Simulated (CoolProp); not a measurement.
The numbers come from the reference Helmholtz-energy equation of state, de Reuck 1993 in CoolProp.

Q: Give the vapour pressure (MPa), vapour density (kg/m³), liquid cp (kJ/(kg K)) of saturated methanol at 107.35, 143.75, 180.05 °C.

A: 
| T (°C) | p (MPa) | vapour density (kg/m³) | liquid cp (kJ/(kg K)) |
|---|---|---|---|
| 107.35 | 0.444 | 5.04 | 3.25 |
| 143.75 | 1.20 | 13.6 | 3.74 |
| 180.05 | 2.72 | 33.2 | 4.50 |
